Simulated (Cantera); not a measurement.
A perfectly stirred reactor is fed with 3.60 % CH4, 1.55 % CO, 7.25 % O2, 87.2 % N2, 0.360 % CO2, equivalence ratio 1.1, at 1.40 bar; it is adiabatic with a 400 K inlet, and is followed from long to short residence time, starting on the burning branch (τ in s: 0.4, 0.11, 0.032, 0.0091, 0.0026, 0.00073, 0.00021, 5.9e-05, 1.7e-05, 4.8e-06).

Computed with Cantera and GRI-Mech 3.0 (53 species, 325 reactions).

**Question.** Predict: blow-out, bracketed by the residence times tried; x(CH4) at τ = 0.400 s; x(CO) at τ = 0.400 s; x(O2) at τ = 0.400 s; x(CH2) at τ = 0.400 s; x(H) at τ = 0.400 s; x(CH4) at τ = 0.730 ms; x(CO) at τ = 0.730 ms; x(O2) at τ = 0.730 ms.

**Answer.** 
```json
{
  "blow_out_bracketed_by_the_residence_times_tried": "burning at 0.400 s, out at 0.110 s",
  "x(CH4) at τ = 0.400 s": "0.00116",
  "x(CO) at τ = 0.400 s": "0.0137",
  "x(O2) at τ = 0.400 s": "0.00442",
  "x(CH2) at τ = 0.400 s": "1.21e-8",
  "x(H) at τ = 0.400 s": "7.92e-6",
  "x(CH4) at τ = 0.730 ms": "0.0360",
  "x(CO) at τ = 0.730 ms": "0.0155",
  "x(O2) at τ = 0.730 ms": "0.0725"
}
```
